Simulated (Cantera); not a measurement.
# Reactions in the system Cr-H-N-O

Source: NASA polynomial tables (part measured, part estimated), evaluated in Cantera. Values are per mole of reaction as written; species without (g) are pure solids or liquids, kept so even where they would boil at 1 bar.

3 O2(g) + 2 Cr2O3 → 4 CrO3(g)

| T (K) | ΔH° (kJ) | ΔS° (J/K) | ΔG° (kJ) | log10 K |
|---|---|---|---|---|
| 300 | 1098.5 | 289.1 | 1011.8 | -176.16 |
| 2025 | 1010.2 | 186.6 | 632.3 | -16.31 |
| 2075 | 1007.1 | 185.1 | 623.1 | -15.68 |
| 2125 | 1003.9 | 183.6 | 613.8 | -15.09 |
| 2175 | 1000.7 | 182.1 | 604.7 | -14.52 |
| 2225 | 997.4 | 180.6 | 595.6 | -13.98 |
| 2275 | 994.1 | 179.1 | 586.6 | -13.47 |
| 2325 | 990.7 | 177.6 | 577.7 | -12.98 |
| 2375 | 987.2 | 176.2 | 568.9 | -12.51 |
| 2425 | 983.7 | 174.7 | 560.1 | -12.06 |

Cr2O3 + 6 NH3(g) → 2 Cr + 3 N2O(g) + 9 H2(g)

```tsv
T (K)	ΔH° (kJ)	ΔS° (J/K)	ΔG° (kJ)	log10 K	condensed phases
300	1655.7	647.5	1461.4	-254.45	Cr2O3(s), Cr(s)
2025	1729.8	756.0	198.9	-5.13	Cr2O3(s), Cr(s)
2075	1731.1	756.6	161.1	-4.06	Cr2O3(s), Cr(s)
2125	1732.4	757.3	123.2	-3.03	Cr2O3(s), Cr(s)
2175	1773.4	776.5	84.5	-2.03	Cr2O3(s), Cr(l)
2225	1773.1	776.3	45.7	-1.07	Cr2O3(s), Cr(l)
2275	1772.7	776.2	6.9	-0.16	Cr2O3(s), Cr(l)
2325	1772.3	776.0	-31.9	0.72	Cr2O3(s), Cr(l)
2375	1771.8	775.8	-70.7	1.56	Cr2O3(s), Cr(l)
2425	1771.3	775.6	-109.5	2.36	Cr2O3(s), Cr(l)
```
